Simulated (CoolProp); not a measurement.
A single-stage vapour-compression cycle with cyclopentane: evaporating at 310.15 K (dew point), condensing at 376.15 K (bubble point), superheat 10 K, subcooling 0 K, compressor efficiency 0.75, no pressure losses. Each further row changes one setting.

Values from CoolProp's reference Helmholtz-energy equation of state, Gedanitz 2015.

| case | cooling COP | pressure ratio | discharge temperature (K) | refrigerating effect (kJ/kg) | volumetric capacity (kJ/m³) |
|---|---|---|---|---|---|
| as stated | ___ | 6.72 | 394.2 | 276 | 495 |
| evaporating temperature 315.15 K | ___ | 5.63 | 392.6 | ___ | 596 |
| condensing temperature 371.15 K | 3.07 | ___ | 389.6 | 287 | 515 |
| subcooling 5 K | ___ | 6.72 | 394.2 | 287 | 515 |
| superheat 20 K | 2.81 | 6.72 | ___ | 289 | 502 |
| compressor efficiency 0.65 | ___ | 6.72 | 402.9 | 276 | 495 |

Question: Fill in the missing entries.

Answer: 
- as stated, cooling COP: 2.76
- evaporating temperature 315.15 K, cooling COP: 3.10
- evaporating temperature 315.15 K, refrigerating effect (kJ/kg): 282
- condensing temperature 371.15 K, pressure ratio: 5.97
- subcooling 5 K, cooling COP: 2.87
- superheat 20 K, discharge temperature (K): 403.7
- compressor efficiency 0.65, cooling COP: 2.39
